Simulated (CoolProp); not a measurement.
The fluid at 298.15 K and 0.226 MPa expands adiabatically to 0.018 MPa with isentropic efficiency 0.9. The same conditions are run with several fluids, on thermodynamics alone (safety and materials aside).

Values from CoolProp's reference Helmholtz-energy equation of state of each fluid (c-C4F8 (RC318): Platzer 1990; R507A: Lemmon 2003; hydrogen chloride: Thol 2018; fluorine: de Reuck 1990). The equations of Platzer and Polt are older, rougher fits. Blends and air are pseudo-pure fits.

| fluid | work (kJ/kg) | final temperature (K) | final phase | final density (kg/m³) |
|---|---|---|---|---|
| c-C4F8 (RC318) | ? | 260.8 | gas | ? |
| R507A | 49.0 | 233.1 | gas | ? |
| hydrogen chloride | 110 | 162.3 | two-phase, vapour fraction 0.994 | 0.494 |
| fluorine | ? | 163.1 | gas | ? |

**Question.** What belongs in the gaps?

**Answer.** 
- c-C4F8 (RC318), work (kJ/kg): 25.4
- c-C4F8 (RC318), final density (kg/m³): 1.67
- R507A, final density (kg/m³): 0.925
- fluorine, work (kJ/kg): 107
- fluorine, final density (kg/m³): 0.505
